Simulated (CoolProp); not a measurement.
Properties of oxygen along the isobar 5.62 MPa (Tc = 154.6 K, pc = 5.046 MPa, ω = 0.022).

Computed with CoolProp (reference Helmholtz-energy equation of state, Schmidt 1985).

| T (K) | phase | Z | cv (kJ/(kg K)) | Joule-Thomson coefficient (K/MPa) | expansivity (1/kK) | conductivity (mW/(m K)) |
|---|---|---|---|---|---|---|
| 127.7 | liquid | 0.1787 | 0.8341 | -0.04957 | 7.125 | 102 |
| 134.5 | liquid | 0.1789 | 0.8243 | 0.08716 | 8.631 | 92.3 |
| 141.2 | liquid | 0.1820 | 0.8204 | 0.3042 | 11.23 | 82.6 |
| 147.9 | liquid | 0.1905 | 0.8293 | 0.7133 | 17.15 | 72.4 |
| 154.7 | supercritical | 0.2192 | 0.9005 | 1.942 | 50.03 | 60.8 |
| 161.4 | supercritical | 0.5113 | 0.8988 | 6.645 | 54.81 | 31.5 |
| 168.1 | supercritical | 0.6238 | 0.8026 | 6.605 | 25.39 | 26.1 |
| 174.9 | supercritical | 0.6912 | 0.7641 | 6.239 | 17.58 | 24.4 |
| 181.6 | supercritical | 0.7387 | 0.7408 | 5.855 | 13.85 | 23.7 |
| 188.3 | supercritical | 0.7754 | 0.7246 | 5.493 | 11.60 | 23.4 |
| 195 | supercritical | 0.8049 | 0.7125 | 5.161 | 10.07 | 23.4 |
| 201.8 | supercritical | 0.8296 | 0.7032 | 4.853 | 8.944 | 23.5 |

Thermal conductivity comes from a separate model (Lemmon 2004).
